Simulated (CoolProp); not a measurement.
Vapour-liquid equilibrium of R134a (1) + R124 (2) at 0.545 MPa; x and y are mole fractions of (1).

The numbers come from the multi-fluid Helmholtz-energy mixture model, Tillner-Roth 1994 and de Vries 1995; pair parameters Bell 2016 in CoolProp.

Question: Give the bubble temperature and the first vapour's composition at x = 0.05, 0.35, 0.65. Is there an azeotrope?

Answer: x = 0.05: 35.4 °C, y = 0.084; x = 0.35: 28.0 °C, y = 0.473; x = 0.65: 22.8 °C, y = 0.742. No azeotrope shows between x = 0.05 and 0.95.

The pair parameters rest on a limited set of measurements; away from them the model extrapolates.
